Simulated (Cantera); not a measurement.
A closed system holds: 1 mol Cr, 0.52 mol N₂O, 39 mol H₂, at 2.10 bar.

Equilibrium computed with Cantera from the NASA thermochemical tables; the gas is ideal and each condensed phase is pure. Candidate condensed phases: Cr, CrN, Cr₂N, Cr₂O₃, H₂O; 29 gas species. Mutual solubility and eutectic melting of coexisting phases are not modelled. Rates play no part.

Problem. At 1900 K, list the 5 most abundant gas species with their mole fractions, and the condensed phases.

Solution. H₂ 0.976, N₂ 0.0131, H₂O 0.00979, H 0.000541, Cr 0.000166. Condensed: Cr(s) + Cr₂O₃(s).
